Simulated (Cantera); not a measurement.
Input: 1 mol SiCl4, 23 mol H2, held at 0.100 bar.

Equilibrium computed with Cantera from the NASA thermochemical tables; the gas is ideal and each condensed phase is pure. Candidate condensed phases: Si; 19 gas species. Equilibrium is a limit: real reactors are often held back by kinetics, nucleation or transport.

Over these rows the condensed part is Si(s). Partial pressures as log10 of bar:

```tsv
T (K)	1000/T (1/K)	log p SiCl2	log p H2	log p HCl	log p SiCl4
1023	0.9775	-4.20	-1.03	-2.74	-2.57
1098	0.9107	-3.69	-1.03	-2.51	-2.63
1173	0.8525	-3.27	-1.04	-2.33	-2.75
1248	0.8013	?	-1.04	-2.20	-2.94
1323	0.7559	-2.73	-1.05	-2.11	-3.24
1398	0.7153	-2.61	-1.05	-2.06	-3.64
```

Fit log p(SiCl2) = a + b·(1000/T) to the five rows, give the apparent enthalpy, and predict the row at 1248 K.

Means: 1000/T = 0.8424, log p = -3.300. Sxy = -0.284928, Sxx = 0.0466556, so b = -6.11 and a = -3.300 − (-6.11)×0.8424 = 1.85.
Apparent enthalpy: −19.145 × (-6.11) = 117 kJ/mol. With the condensed phases at unit activity, 1/2 Si(s) + 1/2 SiCl4(g) = SiCl2(g) links this pressure to the main gases: over the six rows their terms move log p by -0.54 in all, so the slope isn't that reaction's ΔH° alone. The five rows lie within 0.09 of the line.
Prediction at 1248 K: 1.85 + (-6.11)×0.8013 = -3.05. The computed value is -2.95, 0.10 from the line.
